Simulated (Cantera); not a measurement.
Equilibrium for hydrogen reduction and annealing atmospheres: FeS + H2 + N2

Feed: 1 mol FeS, 630 mol H2, 11 mol N2, equilibrated at 4.90 mbar.

Cantera equilibrium calculation (NASA polynomials, part measured and part estimated; ideal gas, pure solids and liquids). Candidate condensed phases: Fe, FeS, FeS2, S; 16 gas species. Kinetics and transport are ignored.

From 1098 K to 1173 K the condensed part is Fe(α). From 1198 K to 1423 K the condensed part is Fe(γ).

```csv
T (K),x H2,x N2,x H2S,x H,x SH,x S2,x Fe,x S,n Fe(α),n Fe(γ)
1098,0.981,0.0172,0.00156,3.50e-7,7.94e-7,1.93e-7,2.38e-10,4.42e-10,1.00,0
1123,0.981,0.0172,0.00156,6.03e-7,1.19e-6,2.99e-7,6.36e-10,9.32e-10,1.00,0
1148,0.981,0.0172,0.00156,1.01e-6,1.74e-6,4.55e-7,1.63e-9,1.90e-9,1.000,0
1173,0.981,0.0172,0.00156,1.67e-6,2.51e-6,6.80e-7,4.01e-9,3.77e-9,1.000,0
1198,0.981,0.0172,0.00155,2.69e-6,3.57e-6,9.99e-7,9.47e-9,7.27e-9,0,1.000
1223,0.981,0.0172,0.00155,4.25e-6,5.00e-6,1.44e-6,2.16e-8,1.36e-8,0,1.000
1248,0.981,0.0172,0.00155,6.61e-6,6.90e-6,2.05e-6,4.76e-8,2.49e-8,0,1.000
1273,0.981,0.0172,0.00154,1.01e-5,9.40e-6,2.88e-6,1.02e-7,4.44e-8,0,1.000
1298,0.981,0.0172,0.00154,1.52e-5,1.26e-5,3.97e-6,2.10e-7,7.73e-8,0,1.000
1323,0.981,0.0172,0.00153,2.24e-5,1.68e-5,5.40e-6,4.24e-7,1.32e-7,0,1.000
1348,0.981,0.0172,0.00152,3.27e-5,2.21e-5,7.24e-6,8.32e-7,2.20e-7,0,0.999
1373,0.981,0.0172,0.00151,4.71e-5,2.86e-5,9.57e-6,1.59e-6,3.60e-7,0,0.999
1398,0.981,0.0172,0.00150,6.70e-5,3.67e-5,1.25e-5,2.98e-6,5.77e-7,0,0.998
1423,0.981,0.0172,0.00148,9.40e-5,4.66e-5,1.60e-5,5.44e-6,9.08e-7,0,0.997
```
x: gas mole fraction; n: condensed amount in mol.
